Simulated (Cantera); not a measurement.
A freely propagating, adiabatic, planar premixed flame of CH₄ : C₂H₆ : C₃H₈ : O₂ : N₂ = 1 : 0.69 : 1.5 : 13.4 : 50.3 (molar parts), unburnt at 398 K and 720000 Pa; mixture-averaged transport, grid criteria slope 0.08 and curve 0.16, no radiation.

Computed with Cantera and GRI-Mech 3.0 (53 species, 325 reactions). GRI-Mech 3.0 was tuned for natural gas; its chemistry of propane as a main component is partial and can be far from experiment. Burning velocities carry a grid error of a few per cent, more on coarse grids.

What does this change do: CH4 1 to 0.79 parts?


| quantity | before | after |
|---|---|---|
| laminar burning velocity | 35.1 cm/s | 33.4 cm/s |
| thermal thickness | 0.0793 mm | 0.0814 mm |
| peak x(C₂H₄) | 0.00587 | 0.00580 |
| peak x(CH₃) | 0.000940 | 0.000841 |

What does this change do: CH4 1 to 1.3 parts?


| quantity | before | after |
|---|---|---|
| laminar burning velocity | 35.1 cm/s | 37.1 cm/s |
| thermal thickness | 0.0793 mm | 0.0772 mm |
| peak x(C₂H₄) | 0.00587 | 0.00597 |
| peak x(CH₃) | 0.000940 | 0.00109 |
